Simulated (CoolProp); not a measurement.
The numbers come from the reference Helmholtz-energy equation of state, Lemmon 2016 in CoolProp.

Problem. For R115, give the phase and the cp (kJ/(kg K)), cv (kJ/(kg K)) at 338.4 K and 1.01 bar; 358.5 K and 1.01 bar; 479.5 K and 1.01 bar.

Solution. 
- 338.4 K and 1.01 bar: gas; cp 0.770, cv 0.713
- 358.5 K and 1.01 bar: gas; cp 0.794, cv 0.738
- 479.5 K and 1.01 bar: gas; cp 0.910, cv 0.855
